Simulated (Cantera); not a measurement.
# Thermodynamics of metals in furnace atmospheres, feed Pb + CO

A closed system holds: 1 mol Pb, 0.77 mol CO, equilibrated at 10.0 Torr.

Equilibrium computed with Cantera from the NASA thermochemical tables; the gas is ideal and each condensed phase is pure. Candidate condensed phases: C, Pb, PbO, PbO2, Pb3O4; 15 gas species. Kinetics and transport are ignored.

```tsv
T (K)	x CO	x Pb	x CO2	x Pb2	x PbO	n C(graphite)	n Pb(l)
1225	0.930	0.0701	0.000154	3.35e-6	7.09e-10	0.000128	0.942
1325	0.730	0.270	2.74e-5	3.18e-5	1.96e-9	0	0.715
1425	0.435	0.565	3.37e-6	9.40e-5	2.26e-9	0	0
1525	0.435	0.565	1.35e-6	6.70e-5	2.12e-9	0	0
1625	0.435	0.565	6.07e-7	4.96e-5	2.01e-9	0	0
1725	0.435	0.565	3.02e-7	3.80e-5	1.92e-9	0	0
1825	0.435	0.565	1.62e-7	2.99e-5	1.85e-9	0	0
```
x: gas mole fraction; n: condensed amount in mol.

At 1225 K the condensed part is C(graphite) + Pb(l). At 1325 K the condensed part is Pb(l). From 1425 K to 1825 K nothing is condensed. The main Pb-bearing gas is Pb throughout.
